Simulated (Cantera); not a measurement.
Cantera run:

```python
import numpy as np
import cantera as ct

gas_names = """
    CL CL2 H HCL H2 Si SiCL SiCL2 SiCL3 SiCL4 SiH SiHCL3 SiH2 SiH2CL2 SiH3 SiH3CL SiH4 Si2 Si3
""".split()
cond_names = """
    Si(cr) Si(L)
""".split()


def load(file, names, dense=False):
    # The tables refer to 1 bar. Condensed volumes are neglected.
    table = {s.name: s for s in ct.Species.list_from_file(file)}
    out = []
    for n in names:
        d = dict(table[n].input_data)
        d["thermo"] = dict(d["thermo"], **{"reference-pressure": 1e5})
        if dense:
            d["equation-of-state"] = {"model": "constant-volume", "density": "1e6 g/cm^3"}
        out.append(ct.Species.from_dict(d))
    return out


gas = ct.Solution(thermo="ideal-gas", species=load("nasa_gas.yaml", gas_names))
cond = {s.name: ct.Solution(thermo="fixed-stoichiometry", species=[s], name=s.name)
        for s in load("nasa_condensed.yaml", cond_names, dense=True)}
atoms = {
    'Si': {'Si': 1},
    'H2': {'H': 2},
    'HCl': {'H': 1, 'CL': 1},
}
top_T = {}  # K; cautious upper limits of use, not melting points


def equilibrate(T, P, feed):
    n = {}
    for name, mol in feed.items():
        for a, k in atoms[name].items():
            n[a] = n.get(a, 0.0) + k * mol
    gas.TPX = T, P, n
    mass = sum(n.values()) * gas.mean_molecular_weight
    gas.equilibrate("TP")
    valid = [c for c in cond.values() if c.min_temp <= T <= top_T.get(c.name, c.max_temp)]
    mix = ct.Mixture([(gas, mass / gas.mean_molecular_weight)] + [(c, 0.0) for c in valid])
    mix.T, mix.P = T, P
    mix.equilibrate("TP", solver="vcs", rtol=1e-11, max_steps=5000)
    return mix


results = []
T = 648  # K
P = 2100000  # Pa
for m in [0.66, 0.83, 1, 1.3, 1.6, 2, 2.5, 3.1, 3.8, 4.8]:
    feed = {'Si': 1, 'H2': 3, 'HCl': m}  # mol
    mix = equilibrate(T, P, feed)
    results.append((T, P, feed, dict(zip(mix.species_names, mix.species_moles))))
    x = sorted(zip(gas.X, gas.species_names), reverse=True)
    print(f"T = {T:g} K  P = {P:g} Pa  n(HCl) = {m:g} mol  gas = {mix.phase_moles(0):.4g} mol")
    print("   x: " + "  ".join(f"{s} {v:.3e}" for v, s in x if v > 1e-05))
    print("   condensed (mol): " + ("  ".join(f"{mix.phase(i).name} {mix.phase_moles(i):.4g}"
          for i in range(1, mix.n_phases) if mix.phase_moles(i) > 1e-12) or "none"))
```

It prints:

```
T = 648 K  P = 2.1e+06 Pa  n(HCl) = 0.66 mol  gas = 3.454 mol
   x: H2 9.403e-01  SiHCL3 3.759e-02  SiCL4 1.717e-02  SiH2CL2 4.749e-03  SiH3CL 1.230e-04  HCL 3.352e-05
   condensed (mol): Si(cr) 0.794
T = 648 K  P = 2.1e+06 Pa  n(HCl) = 0.83 mol  gas = 3.573 mol
   x: H2 9.280e-01  SiHCL3 4.474e-02  SiCL4 2.184e-02  SiH2CL2 5.287e-03  SiH3CL 1.281e-04  HCL 3.536e-05
   condensed (mol): Si(cr) 0.7428
T = 648 K  P = 2.1e+06 Pa  n(HCl) = 1 mol  gas = 3.692 mol
   x: H2 9.165e-01  SiHCL3 5.123e-02  SiCL4 2.639e-02  SiH2CL2 5.739e-03  SiH3CL 1.318e-04  HCL 3.685e-05
   condensed (mol): Si(cr) 0.6918
T = 648 K  P = 2.1e+06 Pa  n(HCl) = 1.3 mol  gas = 3.902 mol
   x: H2 8.980e-01  SiHCL3 6.136e-02  SiCL4 3.402e-02  SiH2CL2 6.386e-03  SiH3CL 1.362e-04  HCL 3.887e-05
   condensed (mol): Si(cr) 0.6023
T = 648 K  P = 2.1e+06 Pa  n(HCl) = 1.6 mol  gas = 4.113 mol
   x: H2 8.816e-01  SiHCL3 7.013e-02  SiCL4 4.116e-02  SiH2CL2 6.895e-03  SiH3CL 1.389e-04  HCL 4.039e-05
   condensed (mol): Si(cr) 0.5133
T = 648 K  P = 2.1e+06 Pa  n(HCl) = 2 mol  gas = 4.395 mol
   x: H2 8.624e-01  SiHCL3 8.014e-02  SiCL4 4.990e-02  SiH2CL2 7.426e-03  SiH3CL 1.410e-04  HCL 4.191e-05
   condensed (mol): Si(cr) 0.3952
T = 648 K  P = 2.1e+06 Pa  n(HCl) = 2.5 mol  gas = 4.748 mol
   x: H2 8.416e-01  SiHCL3 9.056e-02  SiCL4 5.970e-02  SiH2CL2 7.927e-03  SiH3CL 1.422e-04  HCL 4.330e-05
   condensed (mol): Si(cr) 0.2482
T = 648 K  P = 2.1e+06 Pa  n(HCl) = 3.1 mol  gas = 5.173 mol
   x: H2 8.206e-01  SiHCL3 1.008e-01  SiCL4 7.001e-02  SiH2CL2 8.371e-03  SiH3CL 1.425e-04  HCL 4.450e-05
   condensed (mol): Si(cr) 0.07253
T = 648 K  P = 2.1e+06 Pa  n(HCl) = 3.8 mol  gas = 5.8 mol
   x: H2 8.273e-01  SiCL4 1.381e-01  SiHCL3 3.379e-02  SiH2CL2 4.769e-04  HCL 2.640e-04
   condensed (mol): none
T = 648 K  P = 2.1e+06 Pa  n(HCl) = 4.8 mol  gas = 6.8 mol
   x: H2 7.352e-01  SiCL4 1.470e-01  HCL 1.177e-01  SiHCL3 7.165e-05
   condensed (mol): none
```

These are equilibrium values from Cantera (NASA tables, ideal gas, pure condensed phases), not measurements of a reactor.
